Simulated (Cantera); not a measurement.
Gas mixture: 100 % O2, at 9.87 atm, frozen composition.

Cantera's kinetic-theory transport with the Lennard-Jones parameters of GRI-Mech 3.0, ideal gas; thermal conductivity in the multicomponent form.

D: mixture-averaged diffusion coefficient of that species in the mixture.

```
T (K)  ρ (kg/m³)  cp (J/kg/K)  μ (µPa s)  λ (mW/m/K)     Pr  D (cm²/s) C2H2  D (cm²/s) NH3  D (cm²/s) H2
-----  ---------  -----------  ---------  ----------  -----  --------------  -------------  ------------
400         9.62        941.4       25.6        33.9  0.712          0.0284         0.0390         0.133
600         6.41         1003       34.1        48.1  0.710          0.0578         0.0823         0.263
800         4.81         1055        ___         ___  0.710             ___            ___           ___
1000        3.85         1090       47.9        73.7  0.709           0.138          0.202         0.616
1200        3.21         1114       54.0        84.9  0.708           0.188          0.277         0.834
1400        2.75         1134        ___         ___  0.708             ___            ___           ___
1600        2.41         1151       65.1         106  0.708           0.303          0.450          1.34
```

Problem. Some entries are withheld; supply them.

Solution. 
- 800, μ (µPa s): 41.4
- 800, λ (mW/m/K): 61.5
- 800, D (cm²/s) C2H2: 0.0947
- 800, D (cm²/s) NH3: 0.137
- 800, D (cm²/s) H2: 0.425
- 1400, μ (µPa s): 59.7
- 1400, λ (mW/m/K): 95.6
- 1400, D (cm²/s) C2H2: 0.243
- 1400, D (cm²/s) NH3: 0.359
- 1400, D (cm²/s) H2: 1.08
